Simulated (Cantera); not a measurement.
A Cantera script and what it prints.

```python
import numpy as np
import cantera as ct

gas_names = [...]  # 109 gases of nasa_gas.yaml made of C, Cl, H, Si
cond_names = """
    C(gr) C6H6(L) C7H8(L) C8H18(L),n-octa Si(cr) Si(L) SiC(b)
""".split()


# ... load() reads the species with a 1 bar reference pressure and builds the phases ...
atoms = {
    'SiCl4': {'Si': 1, 'CL': 4},
    'CH4': {'C': 1, 'H': 4},
    'H2': {'H': 2},
}
top_T = {'C(gr)': 4500, 'SiC(b)': 3050}  # K; cautious upper limits of use, not melting points


# ... equilibrate(T, P, feed) seeds the gas with the atoms and calls Mixture.equilibrate('TP', solver="vcs", rtol=1e-11, max_steps=5000) ...
results = []
feed = {'SiCl4': 1, 'CH4': 0.12, 'H2': 22}  # mol
T = 2150  # K
P = 570  # Pa
mix = equilibrate(T, P, feed)
results.append((T, P, feed, dict(zip(mix.species_names, mix.species_moles))))
print(gas.report(threshold=1e-05))
for i in range(1, mix.n_phases):
    print(f"{mix.phase(i).name:16s} {mix.phase_moles(i):12.5e} mol")
```

Output:

```
       temperature   2150 K
          pressure   570 Pa
           density   0.00026662 kg/m^3
  mean mol. weight   8.3616 kg/kmol
   phase of matter   gas

                          1 kg             1 kmol
                     ---------------   ---------------
          enthalpy        7.6742e+06        6.4169e+07  J
   internal energy        5.5363e+06        4.6293e+07  J
           entropy             29832        2.4944e+05  J/K
    Gibbs function       -5.6464e+07       -4.7213e+08  J
 heat capacity c_p            4097.3             34260  J/K
 heat capacity c_v            3102.9             25946  J/K

                      mass frac. Y      mole frac. X     chem. pot. / RT
                     ---------------   ---------------   ---------------
    C2H2,acetylene        0.00024585        7.8949e-05           -33.925
                CL          0.023326          0.005502           -26.449
                 H         0.0059865           0.04966           -12.558
               HCL           0.52178           0.11967           -39.007
                H2           0.19054           0.79027           -25.116
                Si          0.053475          0.015921           -7.1987
              SiC2         0.0004047        6.4942e-05           -16.007
              SiCL          0.018649         0.0024543           -33.648
             SiCL2           0.17607          0.014874           -60.097
             SiCL3        0.00034229         2.129e-05           -86.546
               SiH         0.0018175        0.00052238           -19.757
              SiH2        0.00026981         7.495e-05           -32.315
               Si2        0.00062618        9.3215e-05           -14.397
              Si2C         0.0063897        0.00078362           -18.802
     [  +95 minor]        8.2991e-05         8.898e-06

C(gr)             0.00000e+00 mol
Si(L)             0.00000e+00 mol
SiC(b)            9.27462e-02 mol
```

Method: chemical equilibrium by Gibbs-energy minimisation in Cantera with the NASA 1993 tables (ideal gas, pure condensed phases). The tables' values for SiCl, SiCl3 are old estimates; treat these amounts as uncertain. Gases not in the tables: Si2H6 and higher silanes.
